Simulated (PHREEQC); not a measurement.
Dissolve 1.1 mol/kgw Na2SO4 and 0.011 mol/kgw NaHCO3 at 25 °C. Closed to the air; pH follows from the charge balance.

Equilibrium calculation in PHREEQC: Pitzer model, pitzer.dat.

Each row changes one thing in this solution. No solid was allowed to form.

| case | pH | SI of Mirabilite (Na2SO4:10H2O) | SI of Thenardite (Na2SO4) |
|---|---|---|---|
| as made | 7.59 | -0.34 | -1.11 |
| NaHCO3 left out | 7.37 | -0.34 | -1.11 |
| NaHCO3 from 0.011 to 0.11 mol/kgw | 7.58 | -0.33 | -1.10 |
| temperature from 25 to 75 °C | ___ | ___ | ___ |
| Na2SO4 from 1.1 to 0.99 mol/kgw | 7.62 | -0.40 | -1.19 |
| 0.14 mol/kgw NaOH added | 12.86 | -0.31 | -1.07 |

### Question
What belongs in the gaps?

### Answer

- temperature from 25 to 75 °C, pH: 7.48
- temperature from 25 to 75 °C, SI of Mirabilite (Na2SO4:10H2O): -1.73
- temperature from 25 to 75 °C, SI of Thenardite (Na2SO4): -0.86

Complexes and solids missing from the database can't appear. In brines, pH and single-ion activities rest on the MacInnes convention. Away from 25 °C the constants follow the database's enthalpies or fits; those with neither stay at their 25 °C values.
